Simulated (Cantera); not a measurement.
Feed: 1 mol C2H2, 1.9 mol CO2, 1.8 mol N2, held at 1.05 Torr.

Equilibrium computed with Cantera from the NASA thermochemical tables; the gas is ideal and each condensed phase is pure. Candidate condensed phases: C, C6H6, C7H8, C8H18, H2O; 136 gas species. The numbers say what is thermodynamically allowed, not how fast it happens.

### Question
At 1277 °C, list the 4 most abundant gas species with their mole fractions, and the condensed phases.

### Answer
CO 0.576, N2 0.273, H2 0.151, H 0.000327. Condensed: C(graphite).
